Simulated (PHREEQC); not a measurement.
A solution holds 0.0035 mol/kgw HNO3, 0.069 mol/kgw CuSO4 and 0.00055 mol/kgw MnSO4, at 25 °C. Closed to the air; pH follows from the charge balance.

The numbers come from PHREEQC with the ion-association model, wateq4f.dat.

```csv
quantity,before,after
pH,2.90,4.50
ionic strength (mol/kgw),0.153,0.00260
Cu+2 (mol/kgw),0.0379,0.000636
SO4-2 (mol/kgw),0.0363,0.000640
CuSO4 (mol/kgw),0.0311,5.36e-5
HSO4- (mol/kgw),0.00193,1.68e-6
SI of Chalcanthite (CuSO4:5H2O),-1.17,-3.94
SI of Tenorite (CuO),-3.70,-1.92
```

Q: Which change was made?
A. HNO3 from 0.0035 to 0.00315 mol/kgw
B. 0.074 mol/kgw H2SO4 added
C. temperature from 25 to 90 °C
D. diluted 100-fold with water
E. MnSO4 replaced by Mn(NO3)2 at the same molality

A: D, diluted 100-fold with water

No solid was allowed to form.
